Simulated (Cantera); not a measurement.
Input: 1 mol Fe₃O₄, 9.3 mol CO, 8.2 mol H₂, held at 2398.15 K and 22.5 Torr.

Method: chemical equilibrium by Gibbs-energy minimisation in Cantera with the NASA 1993 tables (ideal gas, pure condensed phases). Candidate condensed phases: C, C₆H₆, C₇H₈, C₈H₁₈, Fe, Fe(CO)₅, FeO, Fe(OH)₂, Fe(OH)₃, Fe₂O₃, Fe₃O₄, H₂O; 114 gas species. The numbers say what is thermodynamically allowed, not how fast it happens.

Base state: CO 0.401, H₂ 0.227, H₂O 0.139, Fe 0.139, H 0.0434, CO₂ 0.0416, OH 0.00487, FeO 0.00374 (mole fractions); condensed: gas only.

Q: What changes in the equilibrium state with this change: Fe₃O₄ replaced by Cu₂O?

A: 
```csv
species,before,after
CO,0.401,0.455
H₂,0.227,0.342
Cu,0,0.0997
Fe,0.139,0
CO₂,0.0416,0.00894
H₂O,0.139,0.0397
H,0.0434,0.0532
FeO,0.00374,0
Fe(OH)₂,8.52e-5,0
Cu₂,0,4.01e-5
O₂,0.000158,5.67e-6
O,0.000623,0.000118
```
Further candidate phases: Cu, CuO, Cu(OH)₂, Cu₂O.

Q: What changes in the equilibrium state with this change: pressure from 22.5 Torr to 0.113 Torr?

A: 
| species | before | after |
|---|---|---|
| H | 0.0434 | 0.362 |
| CO | 0.401 | 0.318 |
| Fe | 0.139 | 0.106 |
| H₂ | 0.227 | 0.0789 |
| H₂O | 0.139 | 0.0247 |
| O | 0.000623 | 0.0636 |
| OH | 0.00487 | 0.0207 |
| CO₂ | 0.0416 | 0.0168 |
| Fe(OH)₂ | 8.52e-5 | 2.96e-8 |
| O₂ | 0.000158 | 0.00824 |
| FeO | 0.00374 | 0.00146 |
